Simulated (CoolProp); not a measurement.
R22 along the isobar 60.2 bar: density (kg/m³) from the reference equation and from simpler models built on Tc = 369.3 K, pc = 49.90 bar, ω = 0.221; each cubic takes its own stable root.

The numbers come from the reference Helmholtz-energy equation of state, Kamei 1995 in CoolProp.

| T (K) | phase | reference |
|---|---|---|
| 316.5 | liquid | 1149 |
| 339.5 | liquid | 1044 |
| 362.4 | liquid | 889.8 |
| 385.3 | supercritical | 371.1 |
| 408.3 | supercritical | 242.8 |
| 431.2 | supercritical | 200.9 |
| 454.1 | supercritical | 176.2 |
| 477.1 | supercritical | 158.9 |
| 500 | supercritical | 145.7 |

How far does each simpler model (van der Waals, Soave-Redlich-Kwong) lie from the reference over these 9 states: mean and median of the absolute difference, and the worst?


- van der Waals: mean 16.1 %, median 5.1 %, worst -37.0 % at 316.5 K and 60.2 bar
- Soave-Redlich-Kwong: mean 6.6 %, median 2.9 %, worst -17.6 % at 362.4 K and 60.2 bar
